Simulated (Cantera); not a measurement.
Charge: 1 mol C2H5OH, 1 mol NH3, 0.037 mol O2, held at 0.950 bar.

Cantera equilibrium calculation (NASA polynomials, part measured and part estimated; ideal gas, pure solids and liquids). Candidate condensed phases: C, C6H6, C7H8, C8H18, H2O; 136 gas species. Rates play no part.

Problem. At 800 K, list the 6 most abundant gas species with their mole fractions, and the condensed phases.

Solution. H2 0.426, CH4 0.232, H2O 0.173, N2 0.118, CO2 0.0313, CO 0.0183. Condensed: C(graphite).
